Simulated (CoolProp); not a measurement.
Isobutene along the isotherm 550 K: Z from the reference equation and from simpler models built on Tc = 418.1 K, pc = 4016 kPa, ω = 0.193; each cubic takes its own stable root.

Model: reference Helmholtz-energy equation of state, Lemmon 2005, in CoolProp. It is a short technical equation, of lower accuracy than the large ones.

```
p (kPa)  phase  reference
-------  -----  ---------
167        gas     0.9943
335        gas     0.9885
502        gas     0.9827
669        gas     0.9769
837        gas     0.9711
1000       gas     0.9655
1170       gas     0.9596
1340       gas     0.9536
1510       gas     0.9477
1670       gas     0.9422
1840       gas     0.9362
2010       gas     0.9303
```

Problem. How far does each simpler model (Pitzer virial, van der Waals, Redlich-Kwong, Soave-Redlich-Kwong, Peng-Robinson) lie from the reference over these 12 states: mean and median of the absolute difference, and the worst?

Solution. 
- Pitzer virial: mean 0.2 %, median 0.2 %, worst +0.4 % at 550 K and 2010 kPa
- van der Waals: mean 0.4 %, median 0.4 %, worst -0.9 % at 550 K and 2010 kPa
- Redlich-Kwong: mean 0.3 %, median 0.3 %, worst -0.6 % at 550 K and 2010 kPa
- Soave-Redlich-Kwong: mean 0.3 %, median 0.3 %, worst +0.7 % at 550 K and 2010 kPa
- Peng-Robinson: mean 0.4 %, median 0.5 %, worst -0.8 % at 550 K and 2010 kPa
